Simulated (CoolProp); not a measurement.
Isobutene along the isobar 11.9 bar: Z from the reference equation and from simpler models built on Tc = 144.9 °C, pc = 40.16 bar, ω = 0.193; each cubic takes its own stable root.

Values from CoolProp's reference Helmholtz-energy equation of state, Lemmon 2005. It is a short technical equation, of lower accuracy than the large ones.

| T (°C) | phase | reference | van der Waals | Redlich-Kwong | Soave-Redlich-Kwong | Peng-Robinson |
|---|---|---|---|---|---|---|
| -15.95 | liquid | 0.04895 | 0.07855 | 0.05355 | 0.05244 | 0.04646 |
| 11.25 | liquid | 0.04653 | 0.07468 | 0.05133 | 0.05001 | 0.04421 |
| 38.45 | liquid | 0.04499 | 0.07256 | 0.05036 | 0.04880 | 0.04307 |
| 65.65 | liquid | 0.04442 | 0.8286 | 0.05095 | 0.04907 | [?] |
| 92.85 | gas | 0.8117 | 0.8624 | 0.8313 | 0.8232 | 0.8108 |
| 120.05 | gas | 0.8593 | 0.8871 | 0.8674 | 0.8644 | 0.8527 |
| 147.25 | gas | 0.8907 | 0.9059 | 0.8935 | 0.8937 | [?] |
| 174.45 | gas | 0.9131 | 0.9206 | 0.9130 | [?] | 0.9053 |
| 201.65 | gas | 0.9297 | 0.9323 | 0.9280 | 0.9322 | 0.9227 |
| 228.85 | gas | 0.9425 | 0.9418 | 0.9399 | 0.9453 | 0.9363 |
| 256.05 | gas | 0.9526 | 0.9496 | 0.9494 | 0.9556 | 0.9472 |

Task: Complete the blanks.

Result: 
- 65.65, Peng-Robinson: 0.04325
- 147.25, Peng-Robinson: 0.8828
- 174.45, Soave-Redlich-Kwong: 0.9155

At some of these states van der Waals gives the other phase, because its saturation line lies elsewhere.
